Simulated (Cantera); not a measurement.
Thermodynamics of silicon oxide and oxynitride deposition, feed TEOS + CO2 + H2

Feed: 1 mol TEOS, 0.17 mol CO2, 4.7 mol H2, equilibrated at 0.0220 bar.

Cantera equilibrium calculation (NASA polynomials, part measured and part estimated; ideal gas, pure solids and liquids). Candidate condensed phases: C, C6H6, C7H8, C8H18, H2O, Si, SiC, SiO2; 123 gas species. The feed counts by its element totals alone. Kinetics and transport are ignored.

From 550 K to 775 K the condensed part is C(graphite) + SiO2(α-quartz). From 850 K to 1075 K the condensed part is C(graphite) + SiO2(β-quartz).

```
T (K)   x H2     x CH4     x H2O      x CO     x CO2    x C2H6  n C(graphite)  n SiO2(α-quartz)  n SiO2(β-quartz)
-----  -----  --------  --------  --------  --------  --------  -------------  ----------------  ----------------
550    0.238     0.529     0.222  0.000180   0.00966   1.96e-7           2.95              1.00                 0
625    0.522     0.290     0.171   0.00215    0.0146   1.65e-7           4.63              1.00                 0
700    0.747     0.105     0.110    0.0157    0.0218   6.36e-8           6.21              1.00                 0
775    0.836    0.0315    0.0513    0.0618    0.0191   1.68e-8           6.43              1.00                 0
850    0.855   0.01000    0.0151     0.114   0.00617   4.42e-9           6.02                 0              1.00
925    0.859   0.00368   0.00372     0.132   0.00116   1.37e-9           5.85                 0              1.00
1000   0.861   0.00156   0.00102     0.136  0.000232  4.97e-10           5.82                 0              1.00
1075   0.862  0.000737  0.000328     0.137   5.62e-5  2.06e-10           5.82                 0              1.00
```
x: gas mole fraction; n: condensed amount in mol.
